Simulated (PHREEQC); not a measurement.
Make-up at 55 °C: 0.002 mol/kgw (NH4)2SO4 and 4.3e-05 mol/kgw NH4Br. Closed to the air; pH follows from the charge balance.

Model: ion-association model, phreeqc.dat, run in PHREEQC.

Q: The ionic strength comes out as 0.00590 mol/kgw. What activity coefficients do H+, NH4+, SO4-2, NH4SO4-, Br- get?

A: H+ 0.92, NH4+ 0.91, SO4-2 0.71, NH4SO4- 0.92, Br- 0.91.

This is a speciation only: nothing precipitates in the calculation. At this temperature some constants are extrapolated from 25 °C, and those without enthalpy data are left unchanged.
